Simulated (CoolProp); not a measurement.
CHF3 (R23) along the isotherm 57.65 °C: fugacity coefficient from the reference equation and from simpler models built on Tc = 26.1 °C, pc = 4832 kPa, ω = 0.263; each cubic takes its own stable root.

Computed with CoolProp (reference Helmholtz-energy equation of state, Penoncello 2003).

| p (kPa) | phase | reference |
|---|---|---|
| 1860 | gas | 0.9040 |
| 3720 | gas | 0.8124 |
| 5580 | supercritical | 0.7248 |
| 7430 | supercritical | 0.6416 |
| 9290 | supercritical | 0.5663 |
| 11200 | supercritical | 0.5058 |
| 13000 | supercritical | 0.4630 |
| 14900 | supercritical | 0.4286 |
| 16700 | supercritical | 0.4033 |
| 18600 | supercritical | 0.3822 |
| 20400 | supercritical | 0.3662 |
| 22300 | supercritical | 0.3525 |
| 24200 | supercritical | 0.3414 |

Q: How far does each simpler model (van der Waals, Redlich-Kwong, Soave-Redlich-Kwong, Peng-Robinson) lie from the reference over these 13 states: mean and median of the absolute difference, and the worst?

A: 
- van der Waals: mean 5.6 %, median 3.5 %, worst +16.1 % at 57.65 °C and 24200 kPa
- Redlich-Kwong: mean 2.4 %, median 1.6 %, worst +6.5 % at 57.65 °C and 24200 kPa
- Soave-Redlich-Kwong: mean 7.8 %, median 8.2 %, worst +15.0 % at 57.65 °C and 24200 kPa
- Peng-Robinson: mean 2.1 %, median 1.4 %, worst +4.3 % at 57.65 °C and 24200 kPa
